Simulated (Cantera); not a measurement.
Mixture: CH4 : O2 : N2 : H2 = 1 : 2.74 : 9.32 : 0.9 (molar parts), at 17300 Torr, adiabatic and at constant pressure. Ignition delay is the time to a rise of 400 K.

Cantera simulation using GRI-Mech 3.0 (53 species, 325 reactions); the numbers are that mechanism's predictions, not measurements. The pressure lies above the range GRI-Mech 3.0 was tuned for (to about 10 atm).

Task: Predict: delay at 1098 K; delay at 1298 K; delay at 1498 K; delay at 1698 K; delay at 1898 K; apparent activation energy between 1698 and 1898 K.

Result: 
| Item | Result |
|---|---|
| delay at 1098 K | 1.12 ms |
| delay at 1298 K | 51.5 µs |
| delay at 1498 K | 10.5 µs |
| delay at 1698 K | 3.58 µs |
| delay at 1898 K | 1.47 µs |
| apparent activation energy between 1698 and 1898 K | 120 kJ/mol |
